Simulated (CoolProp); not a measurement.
A single-stage vapour-compression cycle with hexamethyldisiloxane (MM): evaporating at 318.15 K (dew point), condensing at 365.15 K (bubble point), superheat 8 K, subcooling 0 K, compressor efficiency 0.6, no pressure losses. Each further row changes one setting.

Computed with CoolProp (reference Helmholtz-energy equation of state, Thol 2016).

```json
[
 {"case": "as stated", "cooling COP": "2.98", "pressure ratio": "5.53", "discharge temperature (K)": "365.2", "refrigerating effect (kJ/kg)": "137", "volumetric capacity (kJ/m³)": "118"},
 {"case": "evaporating temperature 323.15 K", "cooling COP": "3.54", "pressure ratio": "4.48", "discharge temperature (K)": "365.2", "refrigerating effect (kJ/kg)": "145", "volumetric capacity (kJ/m³)": "152"},
 {"case": "condensing temperature 360.15 K", "cooling COP": "3.51", "pressure ratio": "4.73", "discharge temperature (K)": "360.2", "refrigerating effect (kJ/kg)": "148", "volumetric capacity (kJ/m³)": "127"},
 {"case": "subcooling 5 K", "cooling COP": "3.21", "pressure ratio": "5.53", "discharge temperature (K)": "365.2", "refrigerating effect (kJ/kg)": "148", "volumetric capacity (kJ/m³)": "127"},
 {"case": "superheat 18 K", "cooling COP": "3.14", "pressure ratio": "5.53", "discharge temperature (K)": "367.8", "refrigerating effect (kJ/kg)": "153", "volumetric capacity (kJ/m³)": "128"},
 {"case": "compressor efficiency 0.5", "cooling COP": "2.48", "pressure ratio": "5.53", "discharge temperature (K)": "365.2", "refrigerating effect (kJ/kg)": "137", "volumetric capacity (kJ/m³)": "118"}
]
```

The compression ends wet for: as stated; evaporating temperature 323.15 K; condensing temperature 360.15 K; subcooling 5 K; compressor efficiency 0.5.
